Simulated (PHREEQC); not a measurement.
A made-up water analysis in mg/L, 25 °C, pH 3.02, pe 10.4:

```
constituent   mg/L
-----------  -----
Na             237
K              168
Ca             422
Mg            20.2
Cl             372
S(6) as SO4   1350
Al           0.247
B             2.93
```

Valence states are taken as typed.

Computed with PHREEQC (ion-association model, wateq4f.dat).

This is a speciation only: nothing precipitates in the calculation.

Problem. Estimate the ionic strength, charge-balance error.

Solution. ionic strength 0.0488 mol/kgw; charge-balance error 0.7 %.

Problem. In which forms is Ca present?

Solution. Ca+2 70 %, CaSO4 30 % of the Ca.
